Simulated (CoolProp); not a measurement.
A closed Brayton cycle with carbon dioxide: compressor inlet 326.15 K and 8.6 MPa, high pressure 17.5 MPa, turbine inlet 880 K, compressor efficiency 0.85, turbine efficiency 0.93, recuperator effectiveness 0.8 (on enthalpy, no pinch check). Each further row changes one setting.

Model: reference Helmholtz-energy equation of state, Span 1996, in CoolProp.

```json
[
 {"case": "as stated", "thermal efficiency (%)": "[?]", "net work (kJ/kg)": "71.8", "compressor to turbine work": "0.32", "compressor exit (K)": "384.1", "turbine exit (K)": "787.9"},
 {"case": "turbine inlet 830 K", "thermal efficiency (%)": "26.5", "net work (kJ/kg)": "65.3", "compressor to turbine work": "0.34", "compressor exit (K)": "384.1", "turbine exit (K)": "741.3"},
 {"case": "compressor inlet 336.15 K", "thermal efficiency (%)": "26.7", "net work (kJ/kg)": "67.1", "compressor to turbine work": "0.36", "compressor exit (K)": "398.7", "turbine exit (K)": "787.9"},
 {"case": "high pressure 14.9 MPa", "thermal efficiency (%)": "[?]", "net work (kJ/kg)": "57.4", "compressor to turbine work": "0.31", "compressor exit (K)": "370.7", "turbine exit (K)": "808.3"},
 {"case": "recuperator effectiveness 0.5", "thermal efficiency (%)": "[?]", "net work (kJ/kg)": "71.8", "compressor to turbine work": "0.32", "compressor exit (K)": "384.1", "turbine exit (K)": "787.9"}
]
```

Task: What belongs in the gaps?

Result: 
- as stated, thermal efficiency (%): 27.2
- high pressure 14.9 MPa, thermal efficiency (%): 23.9
- recuperator effectiveness 0.5, thermal efficiency (%): 17.7
